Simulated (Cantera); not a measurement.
Input (Python, Cantera):

```python
import numpy as np
import cantera as ct

gas = ct.Solution("h2o2.yaml")
gas.TPX = 675, 101325, {'H2': 1, 'O2': 0.893, 'N2': 3.36}
flame = ct.FreeFlame(gas, width=0.04)
flame.set_refine_criteria(ratio=3, slope=0.08, curve=0.16)
flame.transport_model = "mixture-averaged"
flame.solve(loglevel=0, auto=True)
z, T = flame.grid, flame.T
thick = (T[-1] - T[0]) / np.gradient(T, z).max()
show = ['H2', 'O2', 'OH', 'H2O', 'H2O2', 'H']
print(f"laminar burning velocity  {flame.velocity[0] * 100:.3f} cm/s")
print(f"burnt temperature         {T[-1]:.1f} K")
print(f"thermal thickness         {thick * 1e3:.4f} mm")
print(f"grid points               {len(z)}")
z0 = z[flame.heat_release_rate.argmax()]
print(f"{'z/mm':>9s}{'T/K':>9s}{'u/(m/s)':>9s}" + "".join(f"{s:>11s}" for s in show))
rows = []
for k in (-3, -2, -1.5, -1, -0.5, -0.25, 0, 0.25, 0.5, 1, 2, 4, 8):
    zz = z0 + k * thick
    rows.append([k * thick, np.interp(zz, z, T), np.interp(zz, z, flame.velocity),
                 *(np.interp(zz, z, flame.X[gas.species_index(s)]) for s in show)])
    print(f"{rows[-1][0] * 1e3:9.3f}{rows[-1][1]:9.1f}{rows[-1][2]:9.3f}" + "".join(f"{x:11.3e}" for x in rows[-1][3:]))
```

It prints:

```
laminar burning velocity  544.010 cm/s
burnt temperature         2058.7 K
thermal thickness         0.4452 mm
grid points               125
     z/mm      T/K  u/(m/s)         H2         O2         OH        H2O       H2O2          H
   -1.335    675.0    5.440  1.904e-01  1.700e-01  7.189e-17  6.261e-12  1.051e-14  1.404e-15
   -0.890    675.0    5.440  1.904e-01  1.700e-01  1.664e-13  1.312e-09  2.866e-12  7.126e-12
   -0.668    675.0    5.440  1.903e-01  1.700e-01  1.003e-11  3.073e-08  9.245e-11  6.880e-10
   -0.445    675.1    5.438  1.899e-01  1.701e-01  6.124e-09  3.252e-06  1.775e-08  2.983e-07
   -0.223    704.6    5.620  1.798e-01  1.708e-01  9.225e-05  2.101e-03  6.658e-06  2.589e-04
   -0.111    883.6    6.889  1.459e-01  1.658e-01  7.214e-04  2.205e-02  1.217e-05  3.883e-03
    0.000   1214.6    9.243  7.727e-02  1.359e-01  3.386e-03  8.647e-02  7.830e-06  1.631e-02
    0.111   1471.3   11.093  2.797e-02  9.930e-02  8.084e-03  1.483e-01  4.247e-06  2.205e-02
    0.223   1610.4   12.079  1.498e-02  8.682e-02  1.052e-02  1.694e-01  2.316e-06  1.844e-02
    0.445   1750.7   13.035  1.054e-02  8.269e-02  1.185e-02  1.807e-01  1.172e-06  1.141e-02
    0.890   1871.9   13.834  7.223e-03  8.143e-02  1.153e-02  1.898e-01  6.425e-07  5.580e-03
    1.781   1962.8   14.417  4.040e-03  8.123e-02  9.624e-03  1.975e-01  3.818e-07  2.092e-03
    3.561   2018.6   14.770  1.820e-03  8.169e-02  6.912e-03  2.028e-01  2.345e-07  5.944e-04
```

Model: the H2/O2 subset of GRI-Mech 3.0, which has no nitrogen chemistry, integrated in Cantera. Burning velocities carry a grid error of a few per cent, more on coarse grids. Lean hydrogen flames are cellular in practice and burn faster than this planar one.
